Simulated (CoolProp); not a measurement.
Vapour-liquid equilibrium of C2F6 (R116) (1) + R143a (2) at 244.2 K; x and y are mole fractions of (1).

The numbers come from the multi-fluid Helmholtz-energy mixture model, Lemmon 2006 and Lemmon and Jacobsen 2000; pair parameters Bell 2016 in CoolProp.

| x | bubble pressure, mixture model (bar) | bubble pressure, Raoult's law (bar) | y, mixture model | y, Raoult's law |
|---|---|---|---|---|
| 0.05 | [?] | 2.524 | 0.273 | 0.156 |
| 0.2 | 4.771 | 3.372 | [?] | 0.468 |
| 0.35 | 5.878 | 4.220 | 0.689 | 0.655 |
| 0.5 | 6.596 | 5.068 | 0.752 | 0.779 |
| 0.65 | 7.122 | 5.916 | 0.805 | 0.867 |
| 0.8 | 7.550 | 6.765 | 0.866 | 0.934 |
| 0.95 | [?] | 7.613 | [?] | 0.985 |

Question: Some entries are withheld; supply them.

Answer: 
- 0.05, bubble pressure, mixture model (bar): 3.014
- 0.2, y, mixture model: 0.578
- 0.95, bubble pressure, mixture model (bar): 7.854
- 0.95, y, mixture model: 0.957

The largest gap from Raoult's law is +41.5 % in bubble pressure, at x = 0.2. No azeotrope shows between x = 0.05 and 0.95.

Pair parameters are fitted to limited data, so mixtures are less certain than the pure fluids.
